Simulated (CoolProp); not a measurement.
Properties of R236EA along the isobar 0.101 MPa.

Computed with CoolProp (reference Helmholtz-energy equation of state, Rui 2013).

| T (K) | phase | density (kg/m³) | cp (kJ/(kg K)) | cv (kJ/(kg K)) | expansivity (1/kK) | fugacity coefficient |
|---|---|---|---|---|---|---|
| 255.6 | liquid | 1553 | 1.215 | (withheld) | 1.814 | 0.3359 |
| 275.2 | liquid | (withheld) | 1.229 | 0.8721 | 1.985 | 0.8144 |
| 294.7 | gas | 6.499 | 0.8628 | 0.7966 | (withheld) | (withheld) |
| 314.3 | gas | 6.045 | 0.8885 | 0.8251 | (withheld) | 0.9728 |
| 333.8 | gas | 5.659 | 0.9146 | 0.8531 | 3.250 | 0.9782 |
| 353.4 | gas | 5.322 | 0.9409 | 0.8808 | 3.021 | 0.9822 |
| 372.9 | gas | 5.027 | 0.9666 | (withheld) | 2.830 | 0.9854 |
| 392.5 | gas | 4.764 | 0.9918 | 0.9335 | 2.664 | 0.9878 |
| 412 | gas | 4.529 | 1.016 | 0.9583 | 2.520 | 0.9898 |

Q: Complete the blanks.

A: 
- 255.6, cv (kJ/(kg K)): 0.8656
- 275.2, density (kg/m³): 1497
- 294.7, expansivity (1/kK): 3.874
- 294.7, fugacity coefficient: 0.9656
- 314.3, expansivity (1/kK): 3.526
- 372.9, cv (kJ/(kg K)): 0.9075
